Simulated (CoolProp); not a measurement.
Vapour-liquid equilibrium of propane (1) + dimethyl ether (2) at 0.277 MPa; x and y are mole fractions of (1).

The numbers come from the multi-fluid Helmholtz-energy mixture model, Lemmon 2009 and Wu 2011; pair parameters Bell 2016 in CoolProp.

```
x      bubble temperature (K)  y at the bubble point  dew temperature at overall composition x (K)  liquid density (mol/L)
-----  ----------------------  ---------------------  --------------------------------------------  ----------------------
0.05                    271.5                  0.131                                         273.2                   15.04
0.125                   268.1                  0.278                                         271.6                   14.84
0.2                     265.6                  0.387                                         269.9                   14.62
0.275                   263.6                  0.470                                         268.2                   14.40
0.35                    262.0                  0.538                                         266.5                   14.18
0.425                   260.8                  0.595                                         264.7                   13.95
0.5                     259.7                  0.645                                         262.9                   13.74
0.575                   258.9                  0.692                                         261.2                   13.53
0.65                    258.2                  0.738                                         259.7                   13.32
0.725                   257.6                  0.785                                         258.4                   13.13
0.8                     257.2                  0.834                                         257.5                   12.94
0.875                   256.8                  0.889                                         256.9                   12.76
0.95                    256.7                  0.952                                         256.7                   12.59
```

No azeotrope shows between x = 0.05 and 0.95.

Pair parameters are fitted to limited data, so mixtures are less certain than the pure fluids.
